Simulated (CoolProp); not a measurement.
Cyclopropane along the isotherm 199.85 °C: Z from the reference equation and from simpler models built on Tc = 125.5 °C, pc = 5.605 MPa, ω = 0.131; each cubic takes its own stable root.

The numbers come from the reference Helmholtz-energy equation of state, Polt 1992 in CoolProp. This equation is an older, rougher fit; its heat capacities, sound speeds and derivatives of the liquid may be far off and weren't checked against measurements.

```json
[
 {"p (MPa)": "2.15", "phase": "gas", "reference": "0.9180"},
 {"p (MPa)": "4.31", "phase": "gas", "reference": "0.8321"},
 {"p (MPa)": "6.46", "phase": "supercritical", "reference": "0.7421"},
 {"p (MPa)": "8.62", "phase": "supercritical", "reference": "0.6492"},
 {"p (MPa)": "10.8", "phase": "supercritical", "reference": "0.5668"},
 {"p (MPa)": "12.9", "phase": "supercritical", "reference": "0.5239"},
 {"p (MPa)": "15.1", "phase": "supercritical", "reference": "0.5184"},
 {"p (MPa)": "17.2", "phase": "supercritical", "reference": "0.5335"},
 {"p (MPa)": "19.4", "phase": "supercritical", "reference": "0.5592"},
 {"p (MPa)": "21.5", "phase": "supercritical", "reference": "0.5884"},
 {"p (MPa)": "23.7", "phase": "supercritical", "reference": "0.6215"},
 {"p (MPa)": "25.8", "phase": "supercritical", "reference": "0.6544"},
 {"p (MPa)": "28", "phase": "supercritical", "reference": "0.6896"}
]
```

Task: How far does each simpler model (van der Waals, Redlich-Kwong, Soave-Redlich-Kwong, Peng-Robinson) lie from the reference over these 13 states: mean and median of the absolute difference, and the worst?

Result: 
- van der Waals: mean 11.6 %, median 10.5 %, worst +23.8 % at 199.85 °C and 28 MPa
- Redlich-Kwong: mean 4.0 %, median 5.7 %, worst +6.9 % at 199.85 °C and 19.4 MPa
- Soave-Redlich-Kwong: mean 7.9 %, median 9.2 %, worst +12.6 % at 199.85 °C and 15.1 MPa
- Peng-Robinson: mean 2.0 %, median 1.7 %, worst +4.7 % at 199.85 °C and 15.1 MPa
